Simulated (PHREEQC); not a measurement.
A made-up water analysis in mmol/kgw, 85 °C, pH 3.14, pe 8.4: Na 0.89; K 0.00209; Ca 1.64; Mg 1.21; Cl 0.599; S(6) 4.72; Ni 0.0644; Li 0.0171; N(5) 0.00468; Cu(2) 0.00655; Al 0.886.

Valence states are taken as typed.

Model: ion-association model, wateq4f.dat, run in PHREEQC.

This is a speciation only: nothing precipitates in the calculation.

### Question
What ionic strength, charge-balance error does the model give?

### Answer
ionic strength 0.0115 mol/kgw; charge-balance error 5.2 %.

### Question
In which forms is Na present?

### Answer
Na+ 99 %, NaSO4- 1.0 % of the Na.

Examples of supersaturated solids here: Boehmite (slow to form). Others may be too. Away from 25 °C the constants follow the database's enthalpies or fits; those with neither stay at their 25 °C values.
